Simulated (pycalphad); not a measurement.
# Effect of B content in Hf-B

Computed with pycalphad from the COST 507 light-alloy database (1999), at 1 atm. These are 1990s assessments: newer ones move some temperatures and phases. Phase fractions are per mole of atoms.

Q: One of these alloys has its liquidus at 2261 K, its solidus at 2154 K, and holds HCP_A3 0.64, BM 0.36 at 1275 K. Which?
A. Hf-36.6B (at.%)
B. Hf-18.3B (at.%)
C. Hf-24.4B (at.%)
D. Hf-48.8B (at.%)
E. Hf-73.2B (at.%)

A: B, Hf-18.3B (at.%). The others: Hf-24.4B (at.%), liquidus 2477, solidus 2154; Hf-36.6B (at.%), liquidus 2969, solidus 2154; Hf-48.8B (at.%), liquidus 3383, solidus 2154; Hf-73.2B (at.%), liquidus 3609, solidus 2338

Database names, with the compositions (at.%) that they take in these runs: BM: Hf 50 B 50. HCP_A3 is hcp.
